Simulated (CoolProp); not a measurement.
Vapour-liquid equilibrium of R22 (1) + dimethyl ether (2) at 198.5 K; x and y are mole fractions of (1).

Computed with CoolProp (multi-fluid Helmholtz-energy mixture model, Kamei 1995 and Wu 2011; pair parameters Bell 2016).

```json
[
 {"x": "0.05", "bubble pressure, mixture model (MPa)": "0.005919", "bubble pressure, Raoult's law (MPa)": "0.006492", "y, mixture model": "0.032", "y, Raoult's law": "0.116"},
 {"x": "0.15", "bubble pressure, mixture model (MPa)": "0.005705", "bubble pressure, Raoult's law (MPa)": "0.007395", "y, mixture model": "0.117", "y, Raoult's law": "0.306"},
 {"x": "0.25", "bubble pressure, mixture model (MPa)": "0.005579", "bubble pressure, Raoult's law (MPa)": "0.008298", "y, mixture model": "0.238", "y, Raoult's law": "0.454"},
 {"x": "0.35", "bubble pressure, mixture model (MPa)": "0.005642", "bubble pressure, Raoult's law (MPa)": "0.009201", "y, mixture model": "0.398", "y, Raoult's law": "0.573"},
 {"x": "0.45", "bubble pressure, mixture model (MPa)": "0.006027", "bubble pressure, Raoult's law (MPa)": "0.01010", "y, mixture model": "0.580", "y, Raoult's law": "0.671"},
 {"x": "0.55", "bubble pressure, mixture model (MPa)": "0.006866", "bubble pressure, Raoult's law (MPa)": "0.01101", "y, mixture model": "0.749", "y, Raoult's law": "0.753"},
 {"x": "0.65", "bubble pressure, mixture model (MPa)": "0.008238", "bubble pressure, Raoult's law (MPa)": "0.01191", "y, mixture model": "0.874", "y, Raoult's law": "0.823"},
 {"x": "0.75", "bubble pressure, mixture model (MPa)": "0.01010", "bubble pressure, Raoult's law (MPa)": "0.01281", "y, mixture model": "0.947", "y, Raoult's law": "0.882"},
 {"x": "0.85", "bubble pressure, mixture model (MPa)": "0.01223", "bubble pressure, Raoult's law (MPa)": "0.01372", "y, mixture model": "0.982", "y, Raoult's law": "0.934"},
 {"x": "0.95", "bubble pressure, mixture model (MPa)": "0.01425", "bubble pressure, Raoult's law (MPa)": "0.01462", "y, mixture model": "0.997", "y, Raoult's law": "0.979"}
]
```

The largest gap from Raoult's law is -40.3 % in bubble pressure, at x = 0.45. y crosses x between x = 0.25 and 0.35: the model has an azeotrope there.

Pair parameters are fitted to limited data, so mixtures are less certain than the pure fluids.
